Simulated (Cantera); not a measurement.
Input (Python, Cantera):

```python
import numpy as np
import cantera as ct

gas = ct.Solution("gri30.yaml")
gas.TPX = 473, 160000, {'CH4': 1, 'O2': 1.54, 'N2': 5.78}
inlet = ct.Reservoir(gas, clone=True)
gas.equilibrate("HP")  # start burning
reactor = ct.IdealGasConstPressureReactor(gas, energy="on", clone=False)
exhaust = ct.Reservoir(gas, clone=True)
tau = [0.078, 0.03, 0.011, 0.0042, 0.0016, 0.0006, 0.00023, 8.6e-05, 3.3e-05, 1.2e-05, 4.7e-06][0]
for a, b in ((inlet, reactor), (reactor, exhaust)):
    ct.MassFlowController(a, b, mdot=lambda t: reactor.mass / tau)
net = ct.ReactorNet([reactor])
show = ['CH4', 'O2', 'C2H', 'O', 'H2O2', 'N2O']

rows = []
print(f"{'tau/s':>10s}{'T/K':>9s}" + "".join(f"{s:>11s}" for s in show))
for tau in [0.078, 0.03, 0.011, 0.0042, 0.0016, 0.0006, 0.00023, 8.6e-05, 3.3e-05, 1.2e-05, 4.7e-06]:
    net.initial_time = 0.0
    net.advance(30 * tau)
    before = gas.X
    net.advance(40 * tau)
    drift = np.max(np.abs(gas.X - before) / (gas.X + 1e-9))
    rows.append([gas.T, *gas[show].X, drift])
    print(f"{tau:10.3e}{gas.T:9.1f}" + "".join(f"{x:11.3e}" for x in gas[show].X))
```

Result:

```
     tau/s      T/K        CH4         O2        C2H          O       H2O2        N2O
 7.800e-02   2171.0  2.914e-05  9.505e-05  4.333e-10  2.029e-05  8.349e-09  1.510e-08
 3.000e-02   2165.1  4.364e-05  1.792e-04  1.239e-09  3.509e-05  1.394e-08  2.292e-08
 1.100e-02   2155.6  6.504e-05  3.497e-04  3.352e-09  6.597e-05  2.427e-08  3.510e-08
 4.200e-03   2142.4  1.008e-04  6.634e-04  8.617e-09  1.195e-04  3.999e-08  5.069e-08
 1.600e-03   2124.3  1.741e-04  1.265e-03  2.360e-08  2.027e-04  6.289e-08  6.942e-08
 6.000e-04   2099.0  3.505e-04  2.513e-03  7.222e-08  3.099e-04  9.748e-08  8.877e-08
 2.300e-04   2059.6  8.415e-04  5.423e-03  2.305e-07  4.050e-04  1.638e-07  9.507e-08
 8.600e-05    473.0  1.202e-01  1.851e-01  1.549e-44 -1.375e-27 -4.188e-20 -1.060e-21
 3.300e-05    473.0  1.202e-01  1.851e-01  3.009e-52 -4.368e-31 -2.248e-23 -5.692e-25
 1.200e-05    473.0  1.202e-01  1.851e-01  2.128e-55 -2.622e-32 -1.420e-24 -3.595e-26
 4.700e-06    473.0  1.202e-01  1.851e-01  1.937e-58 -1.588e-33 -8.970e-26 -2.271e-27
```

Model: GRI-Mech 3.0 (53 species, 325 reactions), integrated in Cantera.
